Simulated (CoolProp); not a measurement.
R1336mzz(E) along the isobar 5.7 MPa: density (kg/m³) from the reference equation and from simpler models built on Tc = 403.5 K, pc = 2.779 MPa, ω = 0.413; each cubic takes its own stable root.

Model: reference Helmholtz-energy equation of state, Akasaka 2023, in CoolProp.

| T (K) | phase | reference |
|---|---|---|
| 303 | liquid | 1334 |
| 314.9 | liquid | 1300 |
| 326.8 | liquid | 1264 |
| 338.7 | liquid | 1226 |
| 350.6 | liquid | 1184 |
| 362.5 | liquid | 1140 |
| 374.3 | liquid | 1091 |
| 386.2 | liquid | 1037 |
| 398.1 | liquid | 975.9 |
| 410 | supercritical | 905.6 |

Question: How far does each simpler model (van der Waals, Peng-Robinson) lie from the reference over these 10 states: mean and median of the absolute difference, and the worst?

Answer: 
- van der Waals: mean 37.1 %, median 37.9 %, worst -40.1 % at 303 K and 5.7 MPa
- Peng-Robinson: mean 3.3 %, median 2.5 %, worst -8.9 % at 410 K and 5.7 MPa
